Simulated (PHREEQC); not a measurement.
Consider water at 25 °C with 0.0029 mol/kgw Na2SeO4, 0.017 mol/kgw H3PO4 and 4.2e-05 mol/kgw FeCl3. Closed to the air; pH follows from the charge balance.

The numbers come from PHREEQC with the ion-association model, wateq4f.dat.

```tsv
quantity	before	after
pH	2.13	2.35
SeO4-2 (mol/kgw)	0.00236	0.00253
HSeO4- (mol/kgw)	0.000540	0.000367
Fe+3 (mol/kgw)	3.32e-8	5.20e-8
FeOH+2 (mol/kgw)	1.79e-8	4.72e-8
SI of Goethite (FeOOH)	-0.50	+0.36
SI of Hematite (Fe2O3)	+1.00	+2.72
```

Problem. Name the change that produced these shifts.
A) temperature from 25 to 50 °C
B) Na2SeO4 from 0.0029 to 0.00435 mol/kgw
C) H3PO4 from 0.017 to 0.0085 mol/kgw
D) H3PO4 left out
E) diluted 10-fold with water

Solution. C, H3PO4 from 0.017 to 0.0085 mol/kgw

This is a speciation only: nothing precipitates in the calculation. Some of these states are supersaturated (in Strengite, Hematite (slow to form), for instance). H3PO4, which wateq4f.dat lacks, is added to it with the constant of phreeqc.dat.
